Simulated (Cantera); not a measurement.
Feed: 1 mol C, 1.9 mol H₂, 1.6 mol N₂, equilibrated at 0.00110 bar.

Equilibrium computed with Cantera from the NASA thermochemical tables; the gas is ideal and each condensed phase is pure. Candidate condensed phases: C, C₆H₆, C₇H₈, C₈H₁₈; 92 gas species. Rates play no part.

x: gas mole fraction; n: condensed amount in mol.

```
T (°C)   x H₂     x H   x N₂    x HCN      x CN      x C₃     x HNC  n C(graphite)
------  -----  ------  -----  -------  --------  --------  --------  -------------
1727    0.512  0.0351  0.445  0.00704   1.14e-5   2.52e-8  0.000400          0.971
1777    0.501  0.0484  0.442  0.00840   2.14e-5   8.37e-8  0.000521          0.964
1827    0.486  0.0655  0.437  0.00989   3.90e-5   2.62e-7  0.000668          0.957
1877    0.469  0.0870  0.431   0.0115   6.90e-5   7.79e-7  0.000839          0.948
1927    0.447   0.114  0.424   0.0131  0.000119   2.20e-6   0.00104          0.938
1977    0.421       …  0.416        …         …         …         …          0.928
2027    0.391   0.183  0.406   0.0164  0.000325   1.52e-5   0.00149          0.916
2077    0.357   0.225  0.396   0.0179  0.000519   3.75e-5   0.00174          0.904
2127    0.320   0.271  0.384   0.0191  0.000810   8.92e-5   0.00199          0.891
2177    0.281   0.321  0.371   0.0201   0.00124  0.000204   0.00222          0.876
2227        …       …  0.359   0.0208         …         …   0.00244          0.860
2277    0.201   0.422  0.346   0.0211   0.00275  0.000968   0.00262          0.839
2327    0.164   0.468  0.334   0.0211   0.00399   0.00201   0.00275          0.808
2377    0.130   0.510  0.322   0.0206   0.00571   0.00407   0.00284          0.759
```

### Question
Fill in the missing entries.

### Answer

- 2227, x H₂: 0.241
- 2227, x H: 0.372
- 2227, x CN: 0.00186
- 2227, x C₃: 0.000452
- 1977, x H: 0.145
- 1977, x HCN: 0.0148
- 1977, x CN: 0.000199
- 1977, x C₃: 5.91e-6
- 1977, x HNC: 0.00126
